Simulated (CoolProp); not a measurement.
Saturation properties of methane.

Computed with CoolProp (reference Helmholtz-energy equation of state, Setzmann 1991).

| T (K) | p (bar) | liquid cp (kJ/(kg K)) | liquid viscosity (µPa s) | vapour viscosity (µPa s) | liquid conductivity (mW/(m K)) |
|---|---|---|---|---|---|
| 151.1 | (withheld) | 4.081 | 56.3 | 5.95 | 128 |
| 153.6 | 12.20 | 4.163 | 53.9 | 6.08 | 124 |
| 156.2 | 13.62 | 4.262 | 51.5 | 6.24 | 120 |
| 158.7 | 15.11 | 4.371 | 49.2 | 6.39 | 117 |
| 161.2 | 16.70 | 4.499 | 47.0 | 6.56 | 113 |
| 163.7 | 18.41 | 4.650 | 44.9 | 6.74 | 110 |
| 166.2 | 20.25 | 4.831 | (withheld) | 6.95 | 106 |
| 168.7 | 22.21 | 5.052 | 40.7 | 7.17 | 102 |
| 171.2 | 24.31 | 5.328 | (withheld) | 7.42 | 98.8 |
| 173.7 | 26.54 | 5.682 | 36.5 | 7.71 | 95.1 |
| 176.2 | 28.93 | 6.156 | 34.4 | 8.04 | 91.4 |

**Question.** What belongs in the gaps?

**Answer.** 
- 151.1, p (bar): 10.93
- 166.2, liquid viscosity (µPa s): 42.8
- 171.2, liquid viscosity (µPa s): 38.6

It boils at 111.7 K under 1 atm.

Viscosity comes from a separate model (Quiñones-Cisneros 2006). Thermal conductivity comes from a separate model (Friend 1989).
